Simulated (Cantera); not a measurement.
Input: 1 mol Si, 0.7 mol Br₂, 0.24 mol H₂, equilibrated at 798 K and 40000 Pa.

These are equilibrium values from Cantera (NASA tables, ideal gas, pure condensed phases), not measurements of a reactor. Candidate condensed phases: Br₂, Si; 19 gas species. The tables' values for SiBr₃ are old estimates; treat these amounts as uncertain. The numbers say what is thermodynamically allowed, not how fast it happens.

Base state: SiBr₄ 0.574, H₂ 0.393, SiHBr₃ 0.0282, HBr 0.00387, SiH₂Br₂ 0.000649, SiBr₃ 8.41e-5, SiBr₂ 2.13e-5 (mole fractions); condensed: Si(s).

### Question
What changes in the equilibrium state with this change: temperature from 798 K to 475 K?

### Answer
```
species       before     after
----------  --------  --------
SiBr₄          0.574     0.584
H₂             0.393     0.401
SiHBr₃        0.0282    0.0152
SiBr₃        8.41e-5   1.23e-9
SiBr₂        2.13e-5     <1e-9
HBr          0.00387   4.58e-6
SiH₂Br₂     0.000649  0.000179
Si(s), mol     0.646     0.648
```

### Question
What changes in the equilibrium state with this change: temperature from 798 K to 525 K?

### Answer
| species | before | after |
|---|---|---|
| SiBr₄ | 0.574 | 0.582 |
| H₂ | 0.393 | 0.399 |
| SiHBr₃ | 0.0282 | 0.0179 |
| SiBr₂ | 2.13e-5 | <1e-9 |
| SiBr₃ | 8.41e-5 | 1.71e-8 |
| Si(s), mol | 0.646 | 0.647 |
